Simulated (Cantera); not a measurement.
A closed system holds: 1 mol SO2, equilibrated at 0.000260 bar.

These are equilibrium values from Cantera (NASA tables, ideal gas, pure condensed phases), not measurements of a reactor. Candidate condensed phases: S; 10 gas species. Equilibrium is a limit: real reactors are often held back by kinetics, nucleation or transport.

Problem. At 2425 K, list the 6 most abundant gas species with their mole fractions, and the condensed phases.

Solution. SO2 0.387, SO 0.276, O 0.190, O2 0.0956, S 0.0513, S2 0.000682. Condensed: gas only.
